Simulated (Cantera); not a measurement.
What does this Cantera script print?

```python
import numpy as np
import cantera as ct

gas = ct.Solution("h2o2.yaml")
gas.TPX = 723, 13000, {'H2': 1, 'O2': 0.532, 'N2': 2}
flame = ct.FreeFlame(gas, width=0.17)
flame.set_refine_criteria(ratio=3, slope=0.08, curve=0.16)
flame.transport_model = "mixture-averaged"
flame.solve(loglevel=0, auto=True)
flame.transport_model = "multicomponent"
flame.soret_enabled = False
flame.solve(loglevel=0, refine_grid=True)
z, T = flame.grid, flame.T
thick = (T[-1] - T[0]) / np.gradient(T, z).max()
show = ['H2', 'O2', 'H2O', 'HO2', 'OH', 'H2O2']
print(f"laminar burning velocity  {flame.velocity[0] * 100:.3f} cm/s")
print(f"burnt temperature         {T[-1]:.1f} K")
print(f"thermal thickness         {thick * 1e3:.4f} mm")
print(f"grid points               {len(z)}")
z0 = z[flame.heat_release_rate.argmax()]
print(f"{'z/mm':>9s}{'T/K':>9s}{'u/(m/s)':>9s}" + "".join(f"{s:>11s}" for s in show))
rows = []
for k in (-3, -2, -1.5, -1, -0.5, -0.25, 0, 0.25, 0.5, 1, 2, 4, 8):
    zz = z0 + k * thick
    rows.append([k * thick, np.interp(zz, z, T), np.interp(zz, z, flame.velocity),
                 *(np.interp(zz, z, flame.X[gas.species_index(s)]) for s in show)])
    print(f"{rows[-1][0] * 1e3:9.3f}{rows[-1][1]:9.1f}{rows[-1][2]:9.3f}" + "".join(f"{x:11.3e}" for x in rows[-1][3:]))
```

Output:

```
laminar burning velocity  859.322 cm/s
burnt temperature         2446.2 K
thermal thickness         7.6981 mm
grid points               130
     z/mm      T/K  u/(m/s)         H2         O2        H2O        HO2         OH       H2O2
  -23.094    723.0    8.593  2.831e-01  1.506e-01  9.486e-12  5.721e-11  6.487e-16  2.012e-12
  -15.396    723.0    8.593  2.831e-01  1.506e-01  2.716e-11  1.195e-10  1.361e-13  2.035e-12
  -11.547    723.0    8.593  2.831e-01  1.506e-01  5.652e-10  2.128e-09  7.633e-12  2.201e-12
   -7.698    723.0    8.593  2.831e-01  1.506e-01  8.419e-08  3.014e-07  1.980e-09  3.596e-11
   -3.849    725.9    8.626  2.825e-01  1.505e-01  2.464e-04  3.049e-05  1.057e-05  1.077e-07
   -1.925    793.1    9.387  2.670e-01  1.471e-01  8.228e-03  2.659e-05  2.272e-04  1.938e-07
    0.000   1125.8   12.966  1.281e-01  9.745e-02  1.074e-01  1.394e-05  3.714e-03  7.394e-07
    1.925   1393.4   15.817  4.466e-02  4.633e-02  1.962e-01  5.897e-06  8.996e-03  8.047e-07
    3.849   1511.7   17.027  4.353e-02  4.158e-02  2.049e-01  4.543e-06  1.156e-02  6.088e-07
    7.698   1652.2   18.422  4.512e-02  3.837e-02  2.124e-01  3.508e-06  1.458e-02  3.636e-07
   15.396   1810.8   19.950  4.530e-02  3.485e-02  2.221e-01  2.634e-06  1.767e-02  1.905e-07
   30.792   1977.6   21.503  4.343e-02  3.112e-02  2.341e-01  1.953e-06  2.014e-02  1.021e-07
   61.585   2143.3   22.996  3.936e-02  2.730e-02  2.480e-01  1.540e-06  2.137e-02  6.355e-08
```

Detailed kinetics in Cantera: the H2/O2 subset of GRI-Mech 3.0, which has no nitrogen chemistry. Burning velocities carry a grid error of a few per cent, more on coarse grids.
